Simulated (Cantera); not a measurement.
A Cantera script and its output.

```python
import numpy as np
import cantera as ct

gas = ct.Solution("gri30.yaml")
gas.TPX = 1375, 1700000, {'CH4': 1, 'O2': 5.88, 'N2': 15.9, 'CO2': 1.2}
reactor = ct.IdealGasConstPressureReactor(gas, energy="on", clone=False)
net = ct.ReactorNet([reactor])
net.rtol, net.atol = 1e-08, 1e-16
show = ['CH4', 'O2', 'CO2', 'HCO', 'CO', 'NO2', 'N2O']
times = np.geomspace(2e-06, 0.2, 12)

steps = ct.SolutionArray(gas, extra=["t"])
rows = []
print(f"{'t/s':>10s}{'T/K':>9s}{'P/Pa':>11s}" + "".join(f"{s:>11s}" for s in show))
for t in times:
    while net.time < t:
        t_next = net.step()
        steps.append(gas.state, t=t_next)
    rows.append([np.interp(t, steps.t, y) for y in (steps.T, steps.P, *steps(*show).X.T)])
    print(f"{t:10.3e}{rows[-1][0]:9.1f}{rows[-1][1]:11.4g}" + "".join(f"{x:11.3e}" for x in rows[-1][2:]))
rate = np.gradient(steps.T, steps.t)
print("integrator steps:", len(steps.t))
if steps.T.max() > steps.T[0] + 200:
    print(f"time of steepest temperature rise: {steps.t[rate.argmax()]:.4e} s")
gas.TPX = 1375, 1700000, {'CH4': 1, 'O2': 5.88, 'N2': 15.9, 'CO2': 1.2}
gas.equilibrate("HP")
print(f"equilibrium (HP): T = {gas.T:.1f} K  " + "  ".join(f"{s} {gas[s].X[0]:.3e}" for s in show))
```

Result:

```
       t/s      T/K       P/Pa        CH4         O2        CO2        HCO         CO        NO2        N2O
 2.000e-06   1375.0    1.7e+06  4.170e-02  2.452e-01  5.004e-02  7.545e-14  6.009e-11  9.537e-22  5.919e-13
 5.696e-06   1375.0    1.7e+06  4.170e-02  2.452e-01  5.004e-02  7.210e-13  8.444e-10  5.353e-20  4.210e-12
 1.622e-05   1375.0    1.7e+06  4.169e-02  2.452e-01  5.004e-02  9.611e-12  2.419e-08  3.956e-18  3.297e-11
 4.620e-05   1375.2    1.7e+06  4.162e-02  2.451e-01  5.004e-02  2.811e-10  1.599e-06  4.809e-16  2.989e-10
 1.316e-04   1381.2    1.7e+06  4.051e-02  2.443e-01  5.004e-02  1.091e-08  1.459e-04  1.303e-13  3.493e-09
 3.748e-04   2216.1    1.7e+06  2.611e-16  1.611e-01  9.129e-02  1.725e-11  3.729e-04  1.451e-07  2.128e-06
 1.067e-03   2215.9    1.7e+06  9.355e-19  1.611e-01  9.129e-02  1.720e-11  3.724e-04  6.778e-07  2.127e-06
 3.040e-03   2215.1    1.7e+06  3.032e-21  1.609e-01  9.129e-02  1.705e-11  3.708e-04  2.174e-06  2.123e-06
 8.658e-03   2213.2    1.7e+06  2.942e-21  1.605e-01  9.129e-02  1.664e-11  3.665e-04  6.258e-06  2.112e-06
 2.466e-02   2208.5    1.7e+06  2.702e-21  1.594e-01  9.131e-02  1.569e-11  3.562e-04  1.632e-05  2.092e-06
 7.022e-02   2200.4    1.7e+06  2.332e-21  1.575e-01  9.133e-02  1.418e-11  3.391e-04  3.356e-05  2.072e-06
 2.000e-01   2195.5    1.7e+06  2.128e-21  1.563e-01  9.134e-02  1.332e-11  3.290e-04  4.422e-05  2.069e-06
integrator steps: 1692
time of steepest temperature rise: 2.2884e-04 s
equilibrium (HP): T = 2195.1 K  CH4 3.104e-21  O2 1.562e-01  CO2 9.134e-02  HCO 1.326e-11  CO 3.283e-04  NO2 4.495e-05  N2O 2.070e-06
```

Detailed kinetics in Cantera: GRI-Mech 3.0 (53 species, 325 reactions). The pressure lies above the range GRI-Mech 3.0 was tuned for (to about 10 atm).
